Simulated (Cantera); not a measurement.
Cantera run:

```python
import numpy as np
import cantera as ct

gas_names = """
    CL CL2 H HCL H2 N NH NH2 NH3 N2 N2H2 N2H4 Si SiCL SiCL2 SiCL3 SiCL4 SiH SiHCL3 SiH2 SiH2CL2 SiH3
    SiH3CL SiH4 SiN Si2 Si2N Si3
""".split()
cond_names = """
    NH4CL(a) NH4CL(b) Si(cr) Si(L) Si3N4(a)
""".split()


# ... load() reads the species with a 1 bar reference pressure and builds the phases ...
atoms = {
    'SiCl4': {'Si': 1, 'CL': 4},
    'N2': {'N': 2},
    'H2': {'H': 2},
}
top_T = {'Si3N4(a)': 2400}  # K; cautious upper limits of use, not melting points


# ... equilibrate(T, P, feed) seeds the gas with the atoms and calls Mixture.equilibrate('TP', solver="vcs", rtol=1e-11, max_steps=5000) ...
results = []
feed = {'SiCl4': 1, 'N2': 3.5, 'H2': 3.2}  # mol
P = 4300  # Pa
for T in [1198, 1248, 1298, 1348, 1398, 1448, 1498, 1548, 1598, 1648, 1698, 1748, 1798]:
    mix = equilibrate(T, P, feed)
    results.append((T, P, feed, dict(zip(mix.species_names, mix.species_moles))))
    x = sorted(zip(gas.X, gas.species_names), reverse=True)
    print(f"T = {T:g} K  P = {P:g} Pa  gas = {mix.phase_moles(0):.4g} mol")
    print("   x: " + "  ".join(f"{s} {v:.3e}" for v, s in x if v > 0.001))
    print("   condensed (mol): " + ("  ".join(f"{mix.phase(i).name} {mix.phase_moles(i):.4g}"
          for i in range(1, mix.n_phases) if mix.phase_moles(i) > 1e-12) or "none"))
```

It prints:

```
T = 1198 K  P = 4300 Pa  gas = 7.941 mol
   x: N2 3.812e-01  HCL 3.591e-01  H2 2.231e-01  SiCL4 3.498e-02
   condensed (mol): Si3N4(a) 0.2364
T = 1248 K  P = 4300 Pa  gas = 7.949 mol
   x: N2 3.803e-01  HCL 3.632e-01  H2 2.206e-01  SiCL4 3.299e-02  SiCL3 1.606e-03
   condensed (mol): Si3N4(a) 0.2383
T = 1298 K  P = 4300 Pa  gas = 7.962 mol
   x: N2 3.798e-01  HCL 3.657e-01  H2 2.187e-01  SiCL4 3.069e-02  SiCL3 2.805e-03  SiCL2 1.532e-03
   condensed (mol): Si3N4(a) 0.2382
T = 1348 K  P = 4300 Pa  gas = 7.983 mol
   x: N2 3.797e-01  HCL 3.656e-01  H2 2.176e-01  SiCL4 2.781e-02  SiCL3 4.584e-03  SiCL2 3.794e-03
   condensed (mol): Si3N4(a) 0.2345
T = 1398 K  P = 4300 Pa  gas = 8.021 mol
   x: N2 3.802e-01  HCL 3.616e-01  H2 2.176e-01  SiCL4 2.403e-02  SiCL2 8.541e-03  SiCL3 6.931e-03  SiHCL3 1.015e-03
   condensed (mol): Si3N4(a) 0.225
T = 1448 K  P = 4300 Pa  gas = 8.085 mol
   x: N2 3.818e-01  HCL 3.516e-01  H2 2.194e-01  SiCL4 1.918e-02  SiCL2 1.734e-02  SiCL3 9.515e-03  SiHCL3 1.024e-03
   condensed (mol): Si3N4(a) 0.2065
T = 1498 K  P = 4300 Pa  gas = 8.181 mol
   x: N2 3.847e-01  HCL 3.338e-01  H2 2.237e-01  SiCL2 3.139e-02  SiCL4 1.367e-02  SiCL3 1.159e-02
   condensed (mol): Si3N4(a) 0.1763
T = 1548 K  P = 4300 Pa  gas = 8.304 mol
   x: N2 3.891e-01  HCL 3.078e-01  H2 2.310e-01  SiCL2 5.028e-02  SiCL3 1.234e-02  SiCL4 8.472e-03
   condensed (mol): Si3N4(a) 0.1344
T = 1598 K  P = 4300 Pa  gas = 8.44 mol
   x: N2 3.947e-01  HCL 2.756e-01  H2 2.410e-01  SiCL2 7.178e-02  SiCL3 1.153e-02  SiCL4 4.585e-03
   condensed (mol): Si3N4(a) 0.08437
T = 1648 K  P = 4300 Pa  gas = 8.574 mol
   x: N2 4.008e-01  H2 2.526e-01  HCL 2.406e-01  SiCL2 9.320e-02  SiCL3 9.720e-03  SiCL4 2.235e-03
   condensed (mol): Si3N4(a) 0.03158
T = 1698 K  P = 4300 Pa  gas = 8.657 mol
   x: N2 4.043e-01  H2 2.590e-01  HCL 2.206e-01  SiCL2 1.063e-01  SiCL3 7.768e-03  SiCL4 1.122e-03
   condensed (mol): none
T = 1748 K  P = 4300 Pa  gas = 8.67 mol
   x: N2 4.037e-01  H2 2.574e-01  HCL 2.226e-01  SiCL2 1.082e-01  SiCL3 6.288e-03
   condensed (mol): none
T = 1798 K  P = 4300 Pa  gas = 8.68 mol
   x: N2 4.032e-01  H2 2.562e-01  HCL 2.240e-01  SiCL2 1.095e-01  SiCL3 5.115e-03
   condensed (mol): none
```

Cantera equilibrium calculation (NASA polynomials, part measured and part estimated; ideal gas, pure solids and liquids). N2 is the only nitrogen source here; it is nearly inert below about 1500 K, so the nitride shown seldom forms there in practice. The tables' values for SiCl3, SiCl are old estimates; treat these amounts as uncertain.
